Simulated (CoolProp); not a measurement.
Vapour-liquid equilibrium of CHF3 (R23) (1) + C2F6 (R116) (2) at 0.695 MPa; x and y are mole fractions of (1).

Model: multi-fluid Helmholtz-energy mixture model, Penoncello 2003 and Lemmon 2006; pair parameters Bell 2016, in CoolProp.

### Question
Give the bubble temperature and the first vapour's composition at x = 0.05, 0.5, 0.65. Is there an azeotrope?

### Answer
x = 0.05: 236.9 K, y = 0.134; x = 0.5: 227.5 K, y = 0.558; x = 0.65: 227.3 K, y = 0.629. y crosses x between x = 0.5 and 0.65: the model has an azeotrope there.

The pair parameters rest on a limited set of measurements; away from them the model extrapolates.
